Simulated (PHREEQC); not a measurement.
Model water analysis in mmol/kgw, 25 °C, pH 2.91, pe 9.1:

```csv
constituent,mmol/kgw
Na,5.35
K,1.94
Ca,2.09
Mg,0.656
Cl,0.323
S(6),7.37
Pb,0.0815
```

Valence states are taken as typed.

Model: ion-association model, phreeqc.dat, run in PHREEQC.

### Question
The ionic strength comes out as 0.0207 mol/kgw. What activity coefficients do K+, KSO4-, Mg+2, CaHSO4+, Na+ get?

### Answer
K+ 0.86, KSO4- 0.87, Mg+2 0.59, CaHSO4+ 0.87, Na+ 0.87.

Precipitation was switched off in this run. The solution is supersaturated, for example in Anglesite, so a real one may precipitate; this is no full list.
